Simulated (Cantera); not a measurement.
# N2O furnace oxynitridation

A perfectly stirred reactor is fed with 82.0 % N2O, 18.0 % N2, at 0.00533 atm; it is held at 1450 K, and followed from long to short residence time.

Cantera simulation using GRI-Mech 3.0 (53 species, 325 reactions); the numbers are that mechanism's predictions, not measurements. GRI-Mech 3.0 was tuned for natural gas; its chemistry of N2O as a main component is partial and can be far from experiment. Radical loss at walls, strong at low pressure, is not modelled. The temperature is held fixed by assumption; the heat of reaction is taken as removed at once.

```csv
τ (s),x N2O,x NO,x N2,x O2,x O,x NO2
5.6,0.355,0.0732,0.443,0.128,4.37e-5,8.39e-6
2.5,0.518,0.0476,0.351,0.0833,4.37e-5,4.07e-6
1.1,0.652,0.0264,0.275,0.0462,4.37e-5,1.59e-6
0.51,0.732,0.0137,0.230,0.0240,4.37e-5,5.91e-7
0.23,0.778,0.00657,0.204,0.0115,4.36e-5,1.97e-7
0.10,0.801,0.00293,0.191,0.00513,4.35e-5,5.55e-8
0.047,0.811,0.00139,0.185,0.00242,4.32e-5,1.55e-8
0.021,0.816,0.000612,0.183,0.00107,4.25e-5,3.51e-9
0.0096,0.818,0.000271,0.181,0.000474,4.10e-5,7.41e-10
0.0043,0.819,0.000113,0.181,0.000197,3.81e-5,1.33e-10
```
x: mole fraction; the columns are a selection and need not sum to one.
